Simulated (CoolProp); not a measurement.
Vapour-liquid equilibrium of acetone (1) + n-hexane (2) at 442.8 K; x and y are mole fractions of (1).

The numbers come from the multi-fluid Helmholtz-energy mixture model, Lemmon 2006 and Thol 2019; pair parameters Bell 2016 in CoolProp.

| x | bubble pressure, mixture model (bar) | bubble pressure, Raoult's law (bar) | y, mixture model | y, Raoult's law |
|---|---|---|---|---|
| 0.05 | ? | 11.15 | 0.116 | 0.074 |
| 0.2 | 14.80 | 12.00 | 0.330 | 0.275 |
| 0.35 | ? | 12.84 | 0.461 | 0.450 |
| 0.5 | 17.53 | 13.69 | 0.566 | 0.603 |
| 0.65 | ? | 14.54 | ? | 0.738 |
| 0.8 | 17.93 | 15.39 | ? | 0.859 |
| 0.95 | ? | 16.23 | ? | 0.967 |

Problem. Fill in the missing entries.

Solution. 
- 0.05, bubble pressure, mixture model (bar): 12.09
- 0.35, bubble pressure, mixture model (bar): 16.50
- 0.65, bubble pressure, mixture model (bar): 18.01
- 0.65, y, mixture model: 0.666
- 0.8, y, mixture model: 0.779
- 0.95, bubble pressure, mixture model (bar): 17.05
- 0.95, y, mixture model: 0.932

The largest gap from Raoult's law is +28.5 % in bubble pressure, at x = 0.35. y crosses x between x = 0.65 and 0.8: the model has an azeotrope there.

The pair parameters rest on a limited set of measurements; away from them the model extrapolates.
